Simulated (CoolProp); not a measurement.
A Linde-Hampson liquefier for normal hydrogen: isothermal reversible compression at 280 K from 1 atm to 25 MPa, throttling to 1 atm, return gas leaving the recuperator 10 K below the feed. Each further row changes one setting.

Computed with CoolProp (reference Helmholtz-energy equation of state, Leachman 2009).

| case | compression work (kJ/kg of gas) |
|---|---|
| as stated | 6540 |
| high pressure 50 MPa | 7540 |
| warm-end temperature 310 K | 7230 |
| warm-end gap 15 K | 6540 |
